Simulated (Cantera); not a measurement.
A closed system holds: 1 mol BaF2, 0.63 mol O2, 0.29 mol N2, equilibrated at 1550 K and 2.00e-6 bar.

Method: chemical equilibrium by Gibbs-energy minimisation in Cantera with the NASA 1993 tables (ideal gas, pure condensed phases). Candidate condensed phases: Ba, BaF2, BaO; 20 gas species. The numbers say what is thermodynamically allowed, not how fast it happens.

Base state: BaF2 0.520, O2 0.326, N2 0.150, O 0.00316, NO 0.000843, F 0.000102, BaF 0.000102 (mole fractions); condensed: gas only.

What changes in the equilibrium state with this change: pressure from 2.00e-6 bar to 0.00100 bar?


```
species         before     after
------------  --------  --------
O2               0.326     0.631
N2               0.150     0.290
BaF2             0.520    0.0772
F             0.000102   1.76e-6
BaF           0.000102   1.76e-6
O              0.00316  0.000197
NO            0.000843   0.00163
BaF2(s), mol         0     0.923
```

What changes in the equilibrium state with this change: pressure from 2.00e-6 bar to 0.0140 bar?


| species | before | after |
|---|---|---|
| O2 | 0.326 | 0.680 |
| N2 | 0.150 | 0.313 |
| BaF2 | 0.520 | 0.00552 |
| F | 0.000102 | 1.26e-7 |
| BaF | 0.000102 | 1.26e-7 |
| O | 0.00316 | 5.46e-5 |
| NO | 0.000843 | 0.00176 |
| BaF2(s), mol | 0 | 0.995 |
